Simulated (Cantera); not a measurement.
Mixture: 17.0 % CH3OH, 12.8 % O2, 48.0 % N2, 22.1 % H2O, equivalence ratio 2.0, at 870000 Pa, adiabatic and at constant pressure. Ignition delay is the time to a rise of 400 K.

Cantera simulation using GRI-Mech 3.0 (53 species, 325 reactions); the numbers are that mechanism's predictions, not measurements. GRI-Mech 3.0 was tuned for natural gas; its chemistry of methanol as a main component is partial and can be far from experiment. Where the delays flatten at high temperature, the 400 K rule measures the pace of heat release, not the induction time.

Question: Predict: delay at 1225 K; delay at 1425 K; delay at 1625 K; delay at 1825 K; delay at 2025 K; apparent activation energy between 1925 and 2125 K.

Answer: 
| Quantity | Value |
|---|---|
| delay at 1225 K | 0.711 ms |
| delay at 1425 K | 44.3 µs |
| delay at 1625 K | 6.80 µs |
| delay at 1825 K | 2.08 µs |
| delay at 2025 K | 1.07 µs |
| apparent activation energy between 1925 and 2125 K | 74 kJ/mol |
